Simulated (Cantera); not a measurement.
Cantera run, input and output.

```python
import numpy as np
import cantera as ct

gas = ct.Solution("h2o2.yaml")
gas.TPX = 1423, 900, {'H2': 0.17, 'O2': 0.42}
reactor = ct.IdealGasConstPressureReactor(gas, energy="off", clone=False)
net = ct.ReactorNet([reactor])
net.rtol, net.atol = 1e-08, 1e-18
show = ['H2', 'O2', 'H2O2', 'HO2', 'OH', 'H', 'O']
times = np.geomspace(0.0005, 200, 14)

steps = ct.SolutionArray(gas, extra=["t"])
rows = []
print(f"{'t/s':>10s}{'T/K':>9s}{'P/Pa':>11s}" + "".join(f"{s:>11s}" for s in show))
for t in times:
    while net.time < t:
        t_next = net.step()
        steps.append(gas.state, t=t_next)
    rows.append([np.interp(t, steps.t, y) for y in (steps.T, steps.P, *steps(*show).X.T)])
    print(f"{t:10.3e}{rows[-1][0]:9.1f}{rows[-1][1]:11.4g}" + "".join(f"{x:11.3e}" for x in rows[-1][2:]))
rate = np.gradient(steps.T, steps.t)
print("integrator steps:", len(steps.t))
if steps.T.max() > steps.T[0] + 200:
    print(f"time of steepest temperature rise: {steps.t[rate.argmax()]:.4e} s")
gas.TPX = 1423, 900, {'H2': 0.17, 'O2': 0.42}
gas.equilibrate("TP")
print(f"equilibrium (TP): T = {gas.T:.1f} K  " + "  ".join(f"{s} {gas[s].X[0]:.3e}" for s in show))
```

Result:

```
       t/s      T/K       P/Pa         H2         O2       H2O2        HO2         OH          H          O
 5.000e-04   1423.0        900  2.750e-01  7.046e-01  2.610e-08  1.734e-06  2.401e-03  5.930e-03  3.062e-03
 1.349e-03   1423.0        900  1.936e-02  5.451e-01  1.748e-07  3.941e-06  2.315e-02  9.786e-02  1.054e-01
 3.638e-03   1423.0        900  1.876e-02  5.512e-01  1.801e-07  4.042e-06  2.291e-02  9.104e-02  1.002e-01
 9.812e-03   1423.0        900  1.708e-02  5.665e-01  1.931e-07  4.284e-06  2.216e-02  7.425e-02  8.680e-02
 2.647e-02   1423.0        900  1.241e-02  5.994e-01  2.111e-07  4.678e-06  1.943e-02  4.080e-02  5.759e-02
 7.139e-02   1423.0        900  4.552e-03  6.410e-01  1.770e-07  4.183e-06  1.215e-02  8.033e-03  1.939e-02
 1.925e-01   1423.0        900  7.021e-04  6.589e-01  7.960e-08  1.714e-06  4.833e-03  4.672e-04  2.915e-03
 5.194e-01   1423.0        900  9.964e-05  6.623e-01  2.754e-08  4.008e-07  1.827e-03  2.485e-05  4.124e-04
 1.401e+00   1423.0        900  1.955e-05  6.630e-01  9.978e-09  1.413e-07  8.107e-04  2.164e-06  8.100e-05
 3.778e+00   1423.0        900  5.463e-06  6.632e-01  4.548e-09  1.237e-07  4.290e-04  3.205e-07  2.267e-05
 1.019e+01   1423.0        900  2.945e-06  6.632e-01  3.435e-09  1.434e-07  3.151e-04  1.271e-07  1.222e-05
 2.749e+01   1423.0        900  2.802e-06  6.632e-01  3.377e-09  1.456e-07  3.074e-04  1.180e-07  1.163e-05
 7.415e+01   1423.0        900  2.802e-06  6.632e-01  3.377e-09  1.456e-07  3.074e-04  1.180e-07  1.163e-05
 2.000e+02   1423.0        900  2.802e-06  6.632e-01  3.377e-09  1.456e-07  3.074e-04  1.180e-07  1.163e-05
integrator steps: 1834
equilibrium (TP): T = 1423.0 K  H2 2.802e-06  O2 6.632e-01  H2O2 3.377e-09  HO2 1.456e-07  OH 3.074e-04  H 1.180e-07  O 1.163e-05
```

Model: the H2/O2 subset of GRI-Mech 3.0, which has no nitrogen chemistry, integrated in Cantera. Radical loss at walls, strong at low pressure, is not modelled. The temperature is held fixed by assumption; the heat of reaction is taken as removed at once.
